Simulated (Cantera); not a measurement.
A closed system holds: 1 mol Si, a varied amount of Br2, 99 mol N2, equilibrated at 1523.15 K and 1.33 mbar.

These are equilibrium values from Cantera (NASA tables, ideal gas, pure condensed phases), not measurements of a reactor. Candidate condensed phases: Br2, Si, Si3N4; 13 gas species. The tables' values for SiBr3, SiBr are old estimates; treat these amounts as uncertain. Kinetics and transport are ignored.

x: gas mole fraction; n: condensed amount in mol.

```json
[
 {"n(Br2) (mol)": "0.72", "x N2": "0.990", "x Br": "0.00619", "x SiBr2": "0.00411", "x SiBr3": "7.55e-6", "x SiBr4": "2.43e-7", "n Si3N4(s)": "…"},
 {"n(Br2) (mol)": "0.84", "x N2": "0.988", "x Br": "0.00681", "x SiBr2": "0.00498", "x SiBr3": "1.01e-5", "x SiBr4": "3.56e-7", "n Si3N4(s)": "…"},
 {"n(Br2) (mol)": "0.98", "x N2": "0.986", "x Br": "0.00748", "x SiBr2": "0.00602", "x SiBr3": "1.34e-5", "x SiBr4": "5.19e-7", "n Si3N4(s)": "…"},
 {"n(Br2) (mol)": "1.2", "x N2": "0.984", "x Br": "0.00844", "x SiBr2": "0.00768", "x SiBr3": "1.92e-5", "x SiBr4": "8.43e-7", "n Si3N4(s)": "…"},
 {"n(Br2) (mol)": "1.3", "x N2": "0.983", "x Br": "0.00885", "x SiBr2": "0.00844", "x SiBr3": "2.22e-5", "x SiBr4": "1.02e-6", "n Si3N4(s)": "…"},
 {"n(Br2) (mol)": "1.6", "x N2": "0.978", "x Br": "0.0118", "x SiBr2": "0.00982", "x SiBr3": "3.45e-5", "x SiBr4": "2.12e-6", "n Si3N4(s)": "0"},
 {"n(Br2) (mol)": "1.9", "x N2": "0.973", "x Br": "0.0176", "x SiBr2": "0.00975", "x SiBr3": "5.11e-5", "x SiBr4": "4.67e-6", "n Si3N4(s)": "0"},
 {"n(Br2) (mol)": "2.2", "x N2": "0.967", "x Br": "0.0234", "x SiBr2": "0.00968", "x SiBr3": "6.71e-5", "x SiBr4": "8.14e-6", "n Si3N4(s)": "0"},
 {"n(Br2) (mol)": "2.5", "x N2": "0.961", "x Br": "0.0290", "x SiBr2": "0.00961", "x SiBr3": "8.27e-5", "x SiBr4": "1.25e-5", "n Si3N4(s)": "0"},
 {"n(Br2) (mol)": "3", "x N2": "0.952", "x Br": "0.0383", "x SiBr2": "0.00948", "x SiBr3": "0.000108", "x SiBr4": "2.14e-5", "n Si3N4(s)": "0"},
 {"n(Br2) (mol)": "3.5", "x N2": "0.943", "x Br": "0.0474", "x SiBr2": "0.00936", "x SiBr3": "0.000132", "x SiBr4": "3.24e-5", "n Si3N4(s)": "0"}
]
```

**Question.** Complete the blanks.

**Answer.** 
- 0.72, n Si3N4(s): 0.196
- 0.84, n Si3N4(s): 0.166
- 0.98, n Si3N4(s): 0.131
- 1.2, n Si3N4(s): 0.0746
- 1.3, n Si3N4(s): 0.0484
